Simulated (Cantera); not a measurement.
Charge: 1 mol Si, 6.7 mol H2O, 85 mol H2, held at 1377 °C and 1200 Pa.

Equilibrium computed with Cantera from the NASA thermochemical tables; the gas is ideal and each condensed phase is pure. Candidate condensed phases: H2O, Si, SiO2; 18 gas species. The tables hold silica as quartz up to 1696 K and as liquid above; real silica turns to tridymite and cristobalite and melts near 1996 K. Kinetics and transport are ignored.

Base state: H2 0.948, H2O 0.0514, H 0.000807, SiO 0.000134 (mole fractions); condensed: SiO2(β-quartz).

Task: What changes in the equilibrium state with this change: Si replaced by Al?

Result: 
| species | before | after |
|---|---|---|
| H2 | 0.948 | 0.943 |
| H2O | 0.0514 | 0.0567 |
| H | 0.000807 | 0.000805 |
| SiO | 0.000134 | 0 |
| SiO2(β-quartz), mol | 0.988 | 0 |
| Al2O3(s), mol | 0 | 0.500 |
Further candidate phases: Al, Al2O3.
